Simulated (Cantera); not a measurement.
An isothermal, constant-pressure homogeneous reactor starts with 1.01 % C2H6, 99.0 % H2, at 1125 K and 0.593 Torr.

Cantera simulation using GRI-Mech 3.0 (53 species, 325 reactions); the numbers are that mechanism's predictions, not measurements. GRI-Mech 3.0 stops at C3 and has no aromatics, soot or wall deposition, so with more carbon than oxygen in the feed, carbon stays in small species such as C2H2 where larger ones or solid carbon would form. Radical loss at walls, strong at low pressure, is not modelled.

**Question.** Predict: x(C2H6) at 60.0 s; x(H2) at 60.0 s; x(H) at 60.0 s; x(C2H4) at 60.0 s; x(C2H2) at 60.0 s.

**Answer.** 
```
Quantity                                              Value
-----------------  ----------------------------------------
x(C2H6) at 60.0 s   1.67e-6 (gas-phase equilibrium 4.84e-8)
x(H2) at 60.0 s         0.987 (gas-phase equilibrium 0.985)
x(H) at 60.0 s      3.52e-6 (gas-phase equilibrium 1.58e-6)
x(C2H4) at 60.0 s  0.00551 (gas-phase equilibrium 0.000157)
x(C2H2) at 60.0 s   0.00117 (gas-phase equilibrium 0.00481)
```
